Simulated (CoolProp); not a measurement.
Saturated liquid density (kg/m³) of ethylene: the reference equation beside estimates from Tc = 9.2 °C, pc = 5042 kPa, ω = 0.087. Rackett uses Z = 0.29056 − 0.08775 ω.

The numbers come from the reference Helmholtz-energy equation of state, Smukala 2000 in CoolProp.

```
T (°C)   reference  Rackett  van der Waals  Redlich-Kwong  Soave-Redlich-Kwong  Peng-Robinson
-------  ---------  -------  -------------  -------------  -------------------  -------------
-129.65      603.4    596.8          393.2          583.5                581.8          655.2
-126.15      598.7    592.4          390.4          578.9                577.5          650.6
-122.65      593.9    587.9          387.5          574.1                573.1          645.8
-119.15      589.1    583.3          384.7          569.3                568.6          641.0
-115.55      584.2    578.6          381.7          564.2                563.9          635.9
-112.05      579.3    573.9          378.7          559.2                559.1          630.8
-108.55      574.4    569.2          375.6          554.0                554.3          625.6
-105.05      569.5    564.4          372.6          548.7                549.3          620.2
-101.55      564.5    559.6          369.4          543.3                544.2          614.7
-98.05       559.4    554.7          366.2          537.7                539.0          609.0
-94.55       554.3    549.7          362.9          532.1                533.6          603.2
-91.05       549.1    544.6          359.6          526.2                528.1          597.2
```

Absolute difference from the reference over all 12 rows, mean and median: Rackett 0.9 and 0.9 %, van der Waals 34.6 and 34.6 %, Redlich-Kwong 3.6 and 3.5 %, Soave-Redlich-Kwong 3.6 and 3.5 %, Peng-Robinson 8.8 and 8.8 %.
